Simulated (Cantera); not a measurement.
A closed system holds: 1 mol Si, 1.1 mol HCl, 2.6 mol H₂, held at 500 K and 750 Torr.

Cantera equilibrium calculation (NASA polynomials, part measured and part estimated; ideal gas, pure solids and liquids). Candidate condensed phases: Si; 19 gas species. Rates play no part.

Base state: H₂ 0.908, SiCl₄ 0.0496, SiHCl₃ 0.0413, SiH₂Cl₂ 0.00118 (mole fractions); condensed: Si(s).

Q: What changes in the equilibrium state with this change: HCl from 1.1 to 3.5 mol?

A: 
```tsv
species	before	after
H₂	0.908	0.810
SiCl₄	0.0496	0.115
SiHCl₃	0.0413	0.0734
SiH₂Cl₂	0.00118	0.00161
Si(s), mol	0.688	0.0268
```

Q: What changes in the equilibrium state with this change: Si replaced by SiCl₄?

A: 
| species | before | after |
|---|---|---|
| H₂ | 0.908 | 0.553 |
| HCl | 1.73e-6 | 0.234 |
| SiCl₄ | 0.0496 | 0.213 |
| SiHCl₃ | 0.0413 | 8.01e-7 |
| SiH₂Cl₂ | 0.00118 | <1e-9 |
| Si(s), mol | 0.688 | 0 |
